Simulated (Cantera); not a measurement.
A perfectly stirred reactor is fed with 4.03 % C3H8, 20.2 % O2, 75.8 % N2, at 10.0 bar; it is adiabatic with a 700 K inlet, and is followed from long to short residence time, starting on the burning branch (τ in s: 0.11, 0.042, 0.017, 0.0066, 0.0026, 0.001, 0.00041, 0.00016, 6.3e-05, 2.5e-05, 9.9e-06).

Detailed kinetics in Cantera: GRI-Mech 3.0 (53 species, 325 reactions). GRI-Mech 3.0 was tuned for natural gas; its chemistry of propane as a main component is partial and can be far from experiment.

### Question
Predict: blow-out, bracketed by the residence times tried; x(C3H8) at τ = 0.110 s; x(O2) at τ = 0.110 s; x(NO) at τ = 0.110 s; x(HCO) at τ = 0.110 s; x(H2O) at τ = 0.110 s; x(C3H8) at τ = 1.00 ms; x(O2) at τ = 1.00 ms; x(NO) at τ = 1.00 ms; x(HCO) at τ = 1.00 ms; x(H2O) at τ = 1.00 ms.

### Answer
```
Property                                                                           Value
------------------------------------------------  --------------------------------------
blow-out, bracketed by the residence times tried  burning at 9.90 µs, the shortest tried
x(C3H8) at τ = 0.110 s                                                           1.34e-8
x(O2) at τ = 0.110 s                                                             0.00689
x(NO) at τ = 0.110 s                                                             0.00405
x(HCO) at τ = 0.110 s                                                            1.48e-8
x(H2O) at τ = 0.110 s                                                              0.147
x(C3H8) at τ = 1.00 ms                                                           1.28e-6
x(O2) at τ = 1.00 ms                                                             0.00989
x(NO) at τ = 1.00 ms                                                             0.00142
x(HCO) at τ = 1.00 ms                                                            2.50e-7
x(H2O) at τ = 1.00 ms                                                              0.145
```
